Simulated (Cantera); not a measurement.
**Adiabatic ignition**

An adiabatic, constant-pressure homogeneous reactor starts with 19.5 % CH₄, 16.9 % O₂, 63.6 % N₂, at 1573 K and 0.632 atm.

Detailed kinetics in Cantera: GRI-Mech 3.0 (53 species, 325 reactions).

```csv
t (s),T (K),x CH₄,x O₂,x O,x HO₂,x H₂O₂
6.00e-6,1573,0.195,0.169,1.09e-8,1.14e-6,2.90e-8
1.70e-5,1573,0.195,0.169,1.53e-8,2.97e-6,1.26e-7
4.82e-5,1573,0.195,0.169,3.19e-8,6.51e-6,3.42e-7
0.000136,1573,0.194,0.169,1.00e-7,8.70e-6,4.90e-7
0.000387,1575,0.193,0.168,3.67e-7,1.62e-5,9.55e-7
0.00110,1806,0.122,0.118,3.06e-5,0.000222,1.08e-5
0.00310,2421,4.15e-7,3.87e-6,1.88e-5,2.75e-9,8.30e-10
0.00879,2410,2.70e-11,5.65e-6,2.74e-5,3.82e-9,1.14e-9
0.0249,2411,2.47e-11,5.74e-6,2.77e-5,3.88e-9,1.15e-9
0.0706,2411,2.42e-11,5.76e-6,2.78e-5,3.89e-9,1.16e-9
0.200,2412,2.42e-11,5.76e-6,2.78e-5,3.89e-9,1.16e-9
```
x: mole fraction; the columns are a selection and need not sum to one.

* **time of steepest temperature rise**: 1.15 ms
* **temperature at 0.200 s**: 2412 K
* **equilibrium temperature**: 2412 K
* **x(CH₄) at 0.200 s**: 2.42e-11 (gas-phase equilibrium 2.71e-11)
* **x(O₂) at 0.200 s**: 5.76e-6 (gas-phase equilibrium 5.76e-6)
* **x(O) at 0.200 s**: 2.78e-5 (gas-phase equilibrium 2.78e-5)
